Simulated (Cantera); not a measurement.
**Premixed flame**

A freely propagating, adiabatic, planar premixed flame of 5.56 % C3H8, 19.9 % O2, 74.6 % N2, equivalence ratio 1.4, unburnt at 400 K and 760 Torr; mixture-averaged transport, grid criteria slope 0.08 and curve 0.16, no radiation.

Model: GRI-Mech 3.0 (53 species, 325 reactions), integrated in Cantera. GRI-Mech 3.0 was tuned for natural gas; its chemistry of propane as a main component is partial and can be far from experiment. Burning velocities carry a grid error of a few per cent, more on coarse grids.

```
z (mm)   T (K)  u (m/s)    x C3H8      x O2       x H   x CH2CO    x C2H6    x HCN
-------  -----  -------  --------  --------  --------  --------  --------  -------
-1.13      400    0.526    0.0555     0.198     <1e-8     <1e-8   6.24e-8    <1e-8
-0.751     402    0.531    0.0553     0.197     <1e-8   2.01e-7   1.12e-6    <1e-8
-0.563     414    0.550    0.0549     0.195     <1e-8   2.15e-6   1.05e-5  4.42e-8
-0.375     502    0.677    0.0535     0.185   2.91e-8   3.70e-5  0.000151  5.51e-7
-0.188     955     1.35    0.0373     0.137   2.70e-5  0.000556   0.00173  5.47e-6
-0.0938   1362     1.99    0.0129    0.0895  0.000432   0.00143   0.00218  1.23e-5
0         1730     2.60  0.000384    0.0423   0.00294   0.00121  0.000320  2.36e-5
0.0938    1920     2.90   4.84e-7    0.0158   0.00613  0.000225   5.94e-6  3.43e-5
0.188     1988     3.00     <1e-8   0.00554   0.00792   2.68e-5   1.29e-7  3.49e-5
0.375     2021     3.04     <1e-8   0.00100   0.00858   1.17e-6     <1e-8  2.37e-5
0.751     2039     3.06     <1e-8  0.000352   0.00772   1.86e-8     <1e-8  9.54e-6
1.50      2058     3.08     <1e-8  0.000219   0.00617     <1e-8     <1e-8  2.35e-6
3.00      2077     3.11     <1e-8  0.000114   0.00438     <1e-8     <1e-8  4.04e-7
```
x: mole fraction of selected species; z is measured from the peak of heat release.

* **laminar burning velocity**: 52.4 cm/s
* **thermal thickness**: 0.375 mm
* **peak x(H)**: 0.00860
* **peak x(CH2CO)**: 0.00164
* **peak x(C2H6)**: 0.00239
* **peak x(HCN)**: 3.59e-5
